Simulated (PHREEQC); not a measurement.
A solution holds 0.002 mol HF, 0.096 mol (CH3)4NF and 0.0013 mol HCl per kg of water, at 30 °C. It is in equilibrium with CO2 at log p = 0 (atm). Otherwise closed; pH follows from the charge balance.

Model: ion-association model, phreeqc.dat, run in PHREEQC.

This is a speciation only: nothing precipitates in the calculation.

### Question
Order these F species by the share of F that they hold, largest first: F-, HF2-, HF.

### Answer
F- (95 %), HF (3.0 %), HF2- (2.2 %)

The pH is 4.59 and the ionic strength 0.0960 mol/kgw. Species that the database lacks are ignored. (CH3)4N+ isn't in the database: it is added as a free cation with an ion size of 4 Å.
